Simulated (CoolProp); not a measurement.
Vapour-liquid equilibrium of cyclohexane (1) + dimethyl carbonate (2) at 5.5 bar; x and y are mole fractions of (1).

The numbers come from the multi-fluid Helmholtz-energy mixture model, Zhou 2014 and Zhou 2011; pair parameters Bell 2016 in CoolProp.

| x | bubble temperature (K) | y at the bubble point | dew temperature at overall composition x (K) | liquid density (mol/L) |
|---|---|---|---|---|
| 0.05 | 423.4 | 0.120 | 425.8 | 9.621 |
| 0.15 | 418.0 | 0.282 | 422.4 | 9.388 |
| 0.25 | 414.7 | 0.384 | 419.0 | 9.141 |
| 0.35 | 412.9 | 0.455 | 415.8 | 8.898 |
| 0.45 | 412.0 | 0.510 | 413.0 | 8.667 |
| 0.55 | 411.6 | 0.558 | 411.6 | 8.456 |
| 0.65 | 411.8 | 0.609 | 412.4 | 8.264 |
| 0.75 | 412.7 | 0.669 | 414.7 | 8.089 |
| 0.85 | 414.8 | 0.754 | 417.7 | 7.923 |
| 0.95 | 419.2 | 0.893 | 421.1 | 7.751 |

y crosses x between x = 0.55 and 0.65: the model has an azeotrope there.

Pair parameters are fitted to limited data, so mixtures are less certain than the pure fluids.
